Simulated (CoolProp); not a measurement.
CH2F2 (R32) at 164.92 K and 13.9 MPa is throttled through a valve to 1.87 MPa with no heat exchange. Each further row changes one setting.

The numbers come from the reference Helmholtz-energy equation of state, Tillner-Roth 1997 in CoolProp.

```
case                       temperature change (K)
-------------------------  ----------------------
as stated                                     ___
outlet pressure 0.561 MPa                     ___
outlet pressure 2.43 MPa                      ___
```

Fill in the missing entries.


- as stated, temperature change (K): +4.0
- outlet pressure 0.561 MPa, temperature change (K): +4.4
- outlet pressure 2.43 MPa, temperature change (K): +3.8
